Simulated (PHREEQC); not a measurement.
## Alkaline etch or developer: speciation

Consider water at 25 °C with 10 mmol/kgw NH3, 8.2 mmol/kgw NaAlO2 and 18 mmol/kgw (CH3)4NCl. Closed to the air; pH follows from the charge balance.

All values are PHREEQC results (ion-association model, phreeqc.dat), not measurements.

Each row changes one thing in this solution. This is a speciation only: nothing precipitates in the calculation.

```
case                                                pH  ionic strength (mol/kgw)  SI of Halite (NaCl)
-----------------------------------------------  -----  ------------------------  -------------------
as made                                          10.61                    0.0267                -5.54
0.00038 mol/kgw NaHCO3 added                     10.49                    0.0274                -5.52
NH3 left out                                      8.75                    0.0262                -5.54
0.00025 mol/kgw K2SO4 added                      10.61                    0.0274                -5.54
diluted 10-fold with water                       10.09                   0.00275                -7.45
NaAlO2 replaced by Na2SiF6 at the same molality   4.68                    0.0499                -5.28
temperature from 25 to 45 °C                     10.03                    0.0267                -5.56
```

Some of these states are supersaturated (in Gibbsite (slow to form), Al(OH)3(a), SiO2(a), for instance). (CH3)4N+ isn't in the database: it is added as a free cation with an ion size of 4 Å. At this temperature some constants are extrapolated from 25 °C, and those without enthalpy data are left unchanged.
